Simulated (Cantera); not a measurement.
Mixture: CH4 : C2H6 : C3H8 : O2 : N2 = 1 : 0.068 : 0.15 : 1.49 : 5.62 (molar parts), equivalence ratio 2.0, at 975 Torr, adiabatic and at constant pressure. Ignition delay is the time to a rise of 400 K.

Detailed kinetics in Cantera: GRI-Mech 3.0 (53 species, 325 reactions). GRI-Mech 3.0 was tuned for natural gas; its chemistry of propane as a main component is partial and can be far from experiment.

Problem. What does this change do: pressure from 975 Torr to 420 Torr?

Solution. 
```json
[
 {"quantity": "delay at 1075 K", "before": "53.6 ms", "after": "0.101 s"},
 {"quantity": "delay at 1125 K", "before": "23.6 ms", "after": "41.1 ms"},
 {"quantity": "delay at 1175 K", "before": "10.3 ms", "after": "16.9 ms"},
 {"quantity": "delay at 1225 K", "before": "4.59 ms", "after": "7.31 ms"},
 {"quantity": "delay at 1275 K", "before": "2.13 ms", "after": "3.37 ms"},
 {"quantity": "delay at 1325 K", "before": "1.05 ms", "after": "1.67 ms"},
 {"quantity": "apparent activation energy between 1225 and 1325 K", "before": "200 kJ/mol", "after": "200 kJ/mol"}
]
```
